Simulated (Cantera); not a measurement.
A Cantera script and what it prints.

```python
import numpy as np
import cantera as ct

gas_names = """
    F F2 H HF H2 H2F2 H3F3 H4F4 H5F5 H6F6 H7F7 N NF NF2 NF3 NH NH2 NH3 N2 N2H2 N2H4 Si SiF SiF2 SiF3
    SiF4 SiH SiHF3 SiH2 SiH2F2 SiH3 SiH3F SiH4 SiN Si2 Si2N Si3
""".split()
cond_names = """
    Si(cr) Si(L) Si3N4(a)
""".split()


def load(file, names, dense=False):
    # The tables refer to 1 bar. Condensed volumes are neglected.
    table = {s.name: s for s in ct.Species.list_from_file(file)}
    out = []
    for n in names:
        d = dict(table[n].input_data)
        d["thermo"] = dict(d["thermo"], **{"reference-pressure": 1e5})
        if dense:
            d["equation-of-state"] = {"model": "constant-volume", "density": "1e6 g/cm^3"}
        out.append(ct.Species.from_dict(d))
    return out


gas = ct.Solution(thermo="ideal-gas", species=load("nasa_gas.yaml", gas_names))
cond = {s.name: ct.Solution(thermo="fixed-stoichiometry", species=[s], name=s.name)
        for s in load("nasa_condensed.yaml", cond_names, dense=True)}
atoms = {
    'SiF4': {'Si': 1, 'F': 4},
    'NH3': {'N': 1, 'H': 3},
}
top_T = {'Si3N4(a)': 2400}  # K; cautious upper limits of use, not melting points


def equilibrate(T, P, feed):
    n = {}
    for name, mol in feed.items():
        for a, k in atoms[name].items():
            n[a] = n.get(a, 0.0) + k * mol
    gas.TPX = T, P, n
    mass = sum(n.values()) * gas.mean_molecular_weight
    gas.equilibrate("TP")
    valid = [c for c in cond.values() if c.min_temp <= T <= top_T.get(c.name, c.max_temp)]
    mix = ct.Mixture([(gas, mass / gas.mean_molecular_weight)] + [(c, 0.0) for c in valid])
    mix.T, mix.P = T, P
    mix.equilibrate("TP", solver="vcs", rtol=1e-11, max_steps=5000)
    return mix


results = []
feed = {'SiF4': 1, 'NH3': 0.48}  # mol
T = 975  # K
P = 1333.22  # Pa
mix = equilibrate(T, P, feed)
results.append((T, P, feed, dict(zip(mix.species_names, mix.species_moles))))
x = sorted(zip(gas.X, gas.species_names), reverse=True)
print(f"T = {T:g} K  P = {P:g} Pa  gas = {mix.phase_moles(0):.4g} mol")
print("   x: " + "  ".join(f"{s} {v:.3e}" for v, s in x if v > 0.001))
print("   condensed (mol): " + ("  ".join(f"{mix.phase(i).name} {mix.phase_moles(i):.4g}"
      for i in range(1, mix.n_phases) if mix.phase_moles(i) > 1e-12) or "none"))
```

Result:

```
T = 975 K  P = 1333.22 Pa  gas = 1.96 mol
   x: SiF4 5.097e-01  H2 3.668e-01  N2 1.224e-01
   condensed (mol): Si3N4(a) 1.013e-05
```

Method: chemical equilibrium by Gibbs-energy minimisation in Cantera with the NASA 1993 tables (ideal gas, pure condensed phases). The tables' values for SiF3 are old estimates; treat these amounts as uncertain.
